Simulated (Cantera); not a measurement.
Charge: 1 mol PbO, 1.7 mol O₂, 27 mol H₂, equilibrated at 825 K and 5700 Torr.

Method: chemical equilibrium by Gibbs-energy minimisation in Cantera with the NASA 1993 tables (ideal gas, pure condensed phases). Candidate condensed phases: H₂O, Pb, PbO, PbO₂, Pb₃O₄; 12 gas species. Equilibrium is a limit: real reactors are often held back by kinetics, nucleation or transport.

**Question.** What is the equilibrium state?

**Answer.** 
* **x(H₂)**: 0.837
* **x(H₂O)**: 0.163
* **n(Pb(l))**: 1.000 mol
* **gas amount**: 27.00 mol
* **log10 activity of PbO₂(s) (absent)**: -19.91
